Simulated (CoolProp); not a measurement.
Tetrahydrofuran along the isotherm 351.9 K: density (kg/m³) from the reference equation and from simpler models built on Tc = 540.2 K, pc = 5304 kPa, ω = 0.234; each cubic takes its own stable root.

Model: reference Helmholtz-energy equation of state, Fiedler 2023, in CoolProp.

```json
[
 {"p (kPa)": "1110", "phase": "liquid", "reference": "822.0"},
 {"p (kPa)": "2210", "phase": "liquid", "reference": "823.4"},
 {"p (kPa)": "3320", "phase": "liquid", "reference": "824.8"},
 {"p (kPa)": "4420", "phase": "liquid", "reference": "826.2"},
 {"p (kPa)": "5530", "phase": "liquid", "reference": "827.6"},
 {"p (kPa)": "6630", "phase": "liquid", "reference": "828.9"},
 {"p (kPa)": "7740", "phase": "liquid", "reference": "830.2"},
 {"p (kPa)": "8840", "phase": "liquid", "reference": "831.5"},
 {"p (kPa)": "9950", "phase": "liquid", "reference": "832.8"},
 {"p (kPa)": "11100", "phase": "liquid", "reference": "834.2"},
 {"p (kPa)": "12200", "phase": "liquid", "reference": "835.4"},
 {"p (kPa)": "13300", "phase": "liquid", "reference": "836.6"}
]
```

Question: How far does each simpler model (Redlich-Kwong, Peng-Robinson) lie from the reference over these 12 states: mean and median of the absolute difference, and the worst?

Answer: 
- Redlich-Kwong: mean 9.0 %, median 9.0 %, worst -9.8 % at 351.9 K and 1110 kPa
- Peng-Robinson: mean 5.4 %, median 5.4 %, worst +5.6 % at 351.9 K and 13300 kPa
